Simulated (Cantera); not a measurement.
An isothermal, constant-pressure homogeneous reactor starts with CH4 : H2O : H2 = 1 : 3.7 : 1.1 (molar parts), at 1975 K and 90.0 Torr.

Detailed kinetics in Cantera: GRI-Mech 3.0 (53 species, 325 reactions).

x: mole fraction; the columns are a selection and need not sum to one.

```csv
t (s),x CH4,x H2O,x H2,x H,x HCO,x CH2CO,x CO2
6.00e-5,0.168,0.637,0.191,?,2.50e-8,1.14e-9,4.12e-10
0.000150,0.159,0.633,0.197,?,4.42e-7,3.00e-7,1.40e-7
0.000375,0.123,0.614,0.235,?,1.37e-6,2.36e-5,1.25e-5
0.000939,0.0677,0.574,0.306,?,9.96e-7,0.000113,0.000185
0.00235,0.0294,0.536,0.364,?,5.80e-7,0.000151,0.00120
0.00587,0.0128,0.494,0.408,?,3.44e-7,0.000133,0.00484
0.0147,0.00833,0.435,0.455,0.00245,2.15e-7,7.63e-5,0.0106
0.0368,0.00493,0.373,0.504,0.00254,1.11e-7,2.52e-5,0.0143
0.0919,0.00121,0.336,0.534,0.00260,3.44e-8,2.45e-6,0.0153
0.230,4.18e-6,0.330,0.539,0.00281,1.45e-8,2.93e-9,0.0154
0.575,3.70e-11,0.330,0.539,0.00292,1.49e-8,<1e-12,0.0154
1.44,3.70e-11,0.330,0.539,0.00292,1.49e-8,<1e-12,0.0154
3.60,3.70e-11,0.330,0.539,0.00292,1.49e-8,<1e-12,0.0154
9.00,3.70e-11,0.330,0.539,0.00292,1.49e-8,<1e-12,0.0154
```

Task: Some entries are withheld; supply them.

Result: 
- 6.00e-5, x H: 0.000220
- 0.000150, x H: 0.000531
- 0.000375, x H: 0.00105
- 0.000939, x H: 0.00143
- 0.00235, x H: 0.00183
- 0.00587, x H: 0.00225
